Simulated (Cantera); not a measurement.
A Cantera script and its output.

```python
import numpy as np
import cantera as ct

gas = ct.Solution("h2o2.yaml")
gas.TPX = 1250, 3600, {'H2': 0.76, 'O2': 1}
reactor = ct.IdealGasConstPressureReactor(gas, energy="off", clone=False)
net = ct.ReactorNet([reactor])
net.rtol, net.atol = 1e-08, 1e-18
show = ['H2', 'O2', 'OH', 'O', 'H', 'H2O2', 'HO2']
times = np.geomspace(1e-06, 3, 15)

steps = ct.SolutionArray(gas, extra=["t"])
rows = []
print(f"{'t/s':>10s}{'T/K':>9s}{'P/Pa':>11s}" + "".join(f"{s:>11s}" for s in show))
for t in times:
    while net.time < t:
        t_next = net.step()
        steps.append(gas.state, t=t_next)
    rows.append([np.interp(t, steps.t, y) for y in (steps.T, steps.P, *steps(*show).X.T)])
    print(f"{t:10.3e}{rows[-1][0]:9.1f}{rows[-1][1]:11.4g}" + "".join(f"{x:11.3e}" for x in rows[-1][2:]))
rate = np.gradient(steps.T, steps.t)
print("integrator steps:", len(steps.t))
if steps.T.max() > steps.T[0] + 200:
    print(f"time of steepest temperature rise: {steps.t[rate.argmax()]:.4e} s")
gas.TPX = 1250, 3600, {'H2': 0.76, 'O2': 1}
gas.equilibrate("TP")
print(f"equilibrium (TP): T = {gas.T:.1f} K  " + "  ".join(f"{s} {gas[s].X[0]:.3e}" for s in show))
```

Output:

```
       t/s      T/K       P/Pa         H2         O2         OH          O          H       H2O2        HO2
 1.000e-06   1250.0       3600  4.318e-01  5.682e-01  3.118e-11  3.291e-11  1.479e-09  1.086e-13  1.508e-09
 2.902e-06   1250.0       3600  4.318e-01  5.682e-01  2.215e-10  2.550e-10  4.208e-09  9.135e-13  4.377e-09
 8.420e-06   1250.0       3600  4.318e-01  5.682e-01  1.326e-09  1.795e-09  1.251e-08  7.680e-12  1.271e-08
 2.443e-05   1250.0       3600  4.318e-01  5.682e-01  8.016e-09  1.257e-08  5.167e-08  6.456e-11  3.693e-08
 7.089e-05   1250.0       3600  4.318e-01  5.682e-01  1.310e-07  2.146e-07  7.544e-07  5.450e-10  1.102e-07
 2.057e-04   1250.0       3600  4.302e-01  5.674e-01  1.523e-04  2.501e-04  8.697e-04  1.565e-08  3.868e-06
 5.969e-04   1250.0       3600  3.566e-02  3.847e-01  1.699e-02  7.520e-02  1.583e-01  1.302e-06  2.364e-05
 1.732e-03   1250.0       3600  1.999e-02  4.218e-01  1.320e-02  3.296e-02  4.899e-02  2.271e-06  3.153e-05
 5.026e-03   1250.0       3600  2.610e-03  4.454e-01  4.661e-03  3.806e-03  1.890e-03  1.845e-06  2.318e-05
 1.458e-02   1250.0       3600  2.042e-04  4.486e-01  1.303e-03  2.973e-04  4.092e-05  5.611e-07  4.974e-06
 4.232e-02   1250.0       3600  2.737e-05  4.491e-01  4.918e-04  4.200e-05  2.162e-06  1.674e-07  8.995e-07
 1.228e-01   1250.0       3600  5.680e-06  4.492e-01  2.289e-04  9.098e-06  2.167e-07  5.481e-08  2.176e-07
 3.563e-01   1250.0       3600  1.500e-06  4.492e-01  1.191e-04  2.466e-06  3.049e-08  1.885e-08  7.138e-08
 1.034e+00   1250.0       3600  4.672e-07  4.493e-01  6.680e-05  7.770e-07  5.405e-09  6.906e-09  3.987e-08
 3.000e+00   1250.0       3600  1.958e-07  4.493e-01  4.310e-05  3.238e-07  1.479e-09  3.234e-09  3.921e-08
integrator steps: 1944
equilibrium (TP): T = 1250.0 K  H2 1.504e-07  O2 4.493e-01  OH 3.757e-05  O 2.461e-07  H 9.945e-10  H2O2 2.580e-09  HO2 4.136e-08
```

Model: the H2/O2 subset of GRI-Mech 3.0, which has no nitrogen chemistry, integrated in Cantera. Radical loss at walls, strong at low pressure, is not modelled. The temperature is held fixed by assumption; the heat of reaction is taken as removed at once.
